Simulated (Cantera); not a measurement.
A perfectly stirred reactor is fed with 73.5 % CH4, 26.5 % CO2, at 5.00 bar; it is held at 1800 K, and followed from long to short residence time.

Cantera simulation using GRI-Mech 3.0 (53 species, 325 reactions); the numbers are that mechanism's predictions, not measurements. GRI-Mech 3.0 stops at C3 and has no aromatics, soot or wall deposition, so with more carbon than oxygen in the feed, carbon stays in small species such as C2H2 where larger ones or solid carbon would form.

One state of this run: x CH4 = 0.232; x CO2 = 0.102; x C2H = 2.57e-7; x O = 8.29e-11; x CH3 = 0.000999. x: mole fraction; the columns are a selection and need not sum to one.

Q: Which value of τ (s) does it belong to?
(A) 0.49
(B) 0.0030
(C) 0.027
(D) 0.055

A: B, 0.0030
